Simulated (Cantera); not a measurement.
A diamond (100) surface in a fixed gas of H2 with x(CH4) = 0.022, x(H) = 0.0024, at 1050 K, 105 Torr; coverages are run to steady state.

Model: the Harris–Goodwin 1993 mechanism for the reconstructed diamond (100) surface, integrated in Cantera.

One state of this run: growth (µm/h) = 0.994; θ c6HH = 0.553; θ c6H* = 0.0228; θ c6*H = 0.408; θ c6** = 0.0131; θ c6HM = 0.00200. θ: site fractions in the mechanism's names (c6HH fully hydrogenated, c6H* and c6*H radical sites, c6** diradical, c6HM methylated).

Which value of x(CH3) does it belong to?
(A) 0.00032
(B) 1.2e-05
(C) 2.7e-05
(D) 0.00072

B, 1.2e-05
